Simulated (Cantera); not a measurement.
Input: 1 mol Si, 13 mol HF, at 452 °C and 0.825 Torr.

Equilibrium computed with Cantera from the NASA thermochemical tables; the gas is ideal and each condensed phase is pure. Candidate condensed phases: Si; 25 gas species. Rates play no part.

What is the equilibrium state?


| Quantity | Value |
|---|---|
| x(HF) | 0.750 |
| x(H₂) | 0.167 |
| x(SiF₄) | 0.0833 |
| gas amount | 12.00 mol |
| log10 activity of Si(s) (absent) | -28.16 |
